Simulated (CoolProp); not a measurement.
Vapour-liquid equilibrium of fluoroethane (R161) (1) + R134a (2) at 1.41 MPa; x and y are mole fractions of (1).

Computed with CoolProp (multi-fluid Helmholtz-energy mixture model, Wu 2012 and Tillner-Roth 1994; pair parameters Bell 2016).

```csv
x,"bubble temperature, mixture model (°C)","bubble temperature, Raoult's law (°C)","y, mixture model","y, Raoult's law"
0.05,___,52.1,0.056,0.064
0.2,51.1,50.3,___,0.247
0.35,___,48.5,0.389,0.415
0.5,48.0,46.8,0.548,0.569
0.65,46.1,45.1,___,0.711
0.8,44.2,43.5,0.838,0.842
0.95,42.1,41.9,0.962,0.962
```

Q: What belongs in the gaps?

A: 
- 0.05, bubble temperature, mixture model (°C): 52.3
- 0.2, y, mixture model: 0.225
- 0.35, bubble temperature, mixture model (°C): 49.6
- 0.65, y, mixture model: 0.699

The largest gap from Raoult's law is +1.2 K in bubble temperature, at x = 0.5. No azeotrope shows between x = 0.05 and 0.95.

The pair parameters rest on a limited set of measurements; away from them the model extrapolates.
